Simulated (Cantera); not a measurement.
A Cantera script and its output.

```python
import numpy as np
import cantera as ct

gas = ct.Solution("gri30.yaml", transport_model="mixture-averaged")
show = ['CH4', 'CH3', 'O']

rows = []
print(f"{'T/K':>7s}{'rho':>11s}{'cp':>10s}{'mu':>11s}{'lambda':>11s}{'Pr':>7s}" + "".join(f"{'D_' + s:>11s}" for s in show))
for T in [400, 500, 600, 700, 800, 900, 1000, 1100, 1200]:
    gas.TPX = T, 520000, {'NO': 0.063}
    Pr = gas.cp_mass * gas.viscosity / gas.thermal_conductivity
    D = [gas.mix_diff_coeffs_mole[gas.species_index(s)] for s in show]
    rows.append([gas.density, gas.cp_mass, gas.viscosity, gas.thermal_conductivity, Pr, *D])
    print(f"{T:7g}{gas.density:11.4e}{gas.cp_mass:10.1f}{gas.viscosity:11.4e}"
          f"{gas.thermal_conductivity:11.4e}{Pr:7.3f}" + "".join(f"{d:11.4e}" for d in D))
print("SI units: kg/m3, J/kg/K, Pa s, W/m/K, m2/s")
```

Output:

```
    T/K        rho        cp         mu     lambda     Pr      D_CH4      D_CH3        D_O
    400 4.6916e+00     998.6 2.3120e-05 3.2415e-02  0.712 7.1857e-06 7.2180e-06 1.0272e-05
    500 3.7532e+00    1016.2 2.7036e-05 3.8811e-02  0.708 1.0583e-05 1.0633e-05 1.5027e-05
    600 3.1277e+00    1040.9 3.0618e-05 4.5123e-02  0.706 1.4461e-05 1.4532e-05 2.0449e-05
    700 2.6809e+00    1067.4 3.3953e-05 5.1279e-02  0.707 1.8787e-05 1.8882e-05 2.6493e-05
    800 2.3458e+00    1092.2 3.7097e-05 5.7252e-02  0.708 2.3537e-05 2.3657e-05 3.3126e-05
    900 2.0851e+00    1113.9 4.0086e-05 6.3038e-02  0.708 2.8689e-05 2.8837e-05 4.0320e-05
   1000 1.8766e+00    1132.7 4.2948e-05 6.8643e-02  0.709 3.4228e-05 3.4406e-05 4.8054e-05
   1100 1.7060e+00    1146.6 4.5702e-05 7.4074e-02  0.707 4.0138e-05 4.0349e-05 5.6308e-05
   1200 1.5639e+00    1159.2 4.8363e-05 7.9343e-02  0.707 4.6408e-05 4.6653e-05 6.5065e-05
SI units: kg/m3, J/kg/K, Pa s, W/m/K, m2/s
```

Detailed kinetics in Cantera: GRI-Mech 3.0 (53 species, 325 reactions). The composition is frozen, though it would react at the higher temperatures.
